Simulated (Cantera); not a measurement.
A Cantera script and its output.

```python
import numpy as np
import cantera as ct

gas = ct.Solution("gri30.yaml")
gas.TPX = 1125, 2600000, {'CH3OH': 1, 'O2': 0.714, 'N2': 2.69}
reactor = ct.IdealGasReactor(gas, energy="on", clone=False)
net = ct.ReactorNet([reactor])
net.rtol, net.atol = 1e-08, 1e-16
show = ['CH3OH', 'O2', 'H2O', 'CH2', 'H2', 'HCN', 'NO']
times = np.geomspace(3e-06, 0.3, 11)

steps = ct.SolutionArray(gas, extra=["t"])
rows = []
print(f"{'t/s':>10s}{'T/K':>9s}{'P/Pa':>11s}" + "".join(f"{s:>11s}" for s in show))
for t in times:
    while net.time < t:
        t_next = net.step()
        steps.append(gas.state, t=t_next)
    rows.append([np.interp(t, steps.t, y) for y in (steps.T, steps.P, *steps(*show).X.T)])
    print(f"{t:10.3e}{rows[-1][0]:9.1f}{rows[-1][1]:11.4g}" + "".join(f"{x:11.3e}" for x in rows[-1][2:]))
rate = np.gradient(steps.T, steps.t)
print("integrator steps:", len(steps.t))
if steps.T.max() > steps.T[0] + 200:
    print(f"time of steepest temperature rise: {steps.t[rate.argmax()]:.4e} s")
gas.TPX = 1125, 2600000, {'CH3OH': 1, 'O2': 0.714, 'N2': 2.69}
gas.equilibrate("UV")
print(f"equilibrium (UV): T = {gas.T:.1f} K  " + "  ".join(f"{s} {gas[s].X[0]:.3e}" for s in show))
```

Output:

```
       t/s      T/K       P/Pa      CH3OH         O2        H2O        CH2         H2        HCN         NO
 3.000e-06   1125.0    2.6e+06  2.271e-01  1.621e-01  2.089e-08  4.060e-12  1.277e-08  1.938e-22  4.084e-22
 9.487e-06   1125.0    2.6e+06  2.271e-01  1.621e-01  6.618e-08  4.060e-12  4.147e-08  6.202e-22  1.356e-21
 3.000e-05   1125.0    2.6e+06  2.271e-01  1.621e-01  2.096e-07  4.060e-12  1.338e-07  1.977e-21  4.378e-21
 9.487e-05   1125.0    2.6e+06  2.271e-01  1.621e-01  6.723e-07  4.060e-12  4.430e-07  6.370e-21  1.442e-20
 3.000e-04   1125.0    2.6e+06  2.271e-01  1.621e-01  2.618e-06  4.061e-12  1.739e-06  2.215e-20  6.367e-20
 9.487e-04   1125.1    2.6e+06  2.270e-01  1.621e-01  2.655e-05  4.069e-12  1.401e-05  1.210e-19  1.354e-18
 3.000e-03   2625.9  7.851e+06  2.014e-10  3.738e-06  2.153e-01  1.009e-10  1.345e-01  3.204e-06  8.287e-05
 9.487e-03   2625.8   7.85e+06  2.015e-10  3.735e-06  2.153e-01  1.010e-10  1.345e-01  3.611e-06  9.294e-05
 3.000e-02   2625.8   7.85e+06  2.015e-10  3.735e-06  2.153e-01  1.010e-10  1.345e-01  3.611e-06  9.294e-05
 9.487e-02   2625.8   7.85e+06  2.015e-10  3.735e-06  2.153e-01  1.010e-10  1.345e-01  3.611e-06  9.294e-05
 3.000e-01   2625.8   7.85e+06  2.015e-10  3.735e-06  2.153e-01  1.010e-10  1.345e-01  3.611e-06  9.294e-05
integrator steps: 2450
time of steepest temperature rise: 2.5287e-03 s
equilibrium (UV): T = 2625.8 K  CH3OH 2.069e-10  O2 3.735e-06  H2O 2.153e-01  CH2 1.100e-10  H2 1.345e-01  HCN 3.612e-06  NO 9.295e-05
```

Cantera simulation using GRI-Mech 3.0 (53 species, 325 reactions); the numbers are that mechanism's predictions, not measurements. GRI-Mech 3.0 was tuned for natural gas; its chemistry of methanol as a main component is partial and can be far from experiment. The pressure lies above the range GRI-Mech 3.0 was tuned for (to about 10 atm).
